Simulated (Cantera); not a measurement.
A freely propagating, adiabatic, planar premixed flame of 7.18 % CH4, 15.9 % O2, 76.9 % N2, equivalence ratio 0.90, unburnt at 675 K and 2.10 bar; mixture-averaged transport, grid criteria slope 0.08 and curve 0.16, no radiation.

Detailed kinetics in Cantera: GRI-Mech 3.0 (53 species, 325 reactions). Burning velocities carry a grid error of a few per cent, more on coarse grids.

Question: Predict: laminar burning velocity; thermal thickness; peak x(C2H4); peak x(C2H6); peak x(C2H2).

Answer: 
- laminar burning velocity: 80.5 cm/s
- thermal thickness: 0.244 mm
- peak x(C2H4): 0.000438
- peak x(C2H6): 0.000704
- peak x(C2H2): 7.21e-5
